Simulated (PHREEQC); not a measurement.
0.78 g of hydrous ferric oxide (600 m²/g; 0.2 weak and 0.005 strong sites per Fe, Dzombak-Morel constants, diffuse double layer) in 1 kg of water with 0.01 mol/kgw of an inert sodium salt and 1.2e-05 mol MnCl2, at 25 °C; the pH is set by adding NaOH or the inert anion's acid. The system is closed to oxygen. No CO2 enters from the air. Precipitation was switched off in this run.

Base run: PHREEQC, ion-association model, wateq4f.dat. Each further column changes one thing. The table gives surface charge σ (C/m²).

```csv
pH,base,background salt from 0.01 to 0.001 mol/kgw,oxide from 0.78 to 3.9 g/kgw,0.00041 mol/kgw Na2HAsO4 added
4,0.219,0.127,0.228,0.144
4.67,0.144,0.072,0.150,0.089
5.33,0.089,0.039,0.091,0.048
6,0.050,0.019,0.051,0.023
6.67,0.026,0.009,0.026,0.009
7.33,0.011,0.004,0.011,-0.001
8,0.002,0.001,0.001,-0.011
8.67,-0.007,-0.002,-0.007,-0.024
9.33,-0.019,-0.007,-0.020,-0.041
10,-0.040,-0.016,-0.041,-0.063
10.67,-0.074,-0.036,-0.077,-0.094
11.33,-0.131,-0.086,-0.136,-0.143
12,-0.228,-0.200,-0.235,-0.235
```

 The database has no arsenate complexes of Mn.
